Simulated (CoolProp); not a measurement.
Vapour-liquid equilibrium of dimethyl carbonate (1) + n-heptane (2) at 355.5 K; x and y are mole fractions of (1).

The numbers come from the multi-fluid Helmholtz-energy mixture model, Zhou 2011 and Span 2003; pair parameters Bell 2016 in CoolProp.

| x | bubble pressure (bar) | y at the bubble point | dew pressure at overall composition x (bar) | liquid density (mol/L) |
|---|---|---|---|---|
| 0.05 | 0.7187 | 0.178 | 0.6428 | 6.408 |
| 0.2 | 0.9089 | 0.424 | 0.7335 | 6.833 |
| 0.35 | 0.9908 | 0.523 | 0.8463 | 7.331 |
| 0.5 | 1.020 | 0.576 | 0.9736 | 7.924 |
| 0.65 | 1.024 | 0.618 | 1.015 | 8.635 |
| 0.8 | 0.9995 | 0.681 | 0.9194 | 9.494 |
| 0.95 | 0.8806 | 0.855 | 0.8172 | 10.54 |

y crosses x between x = 0.5 and 0.65: the model has an azeotrope there.

Pair parameters are fitted to limited data, so mixtures are less certain than the pure fluids.
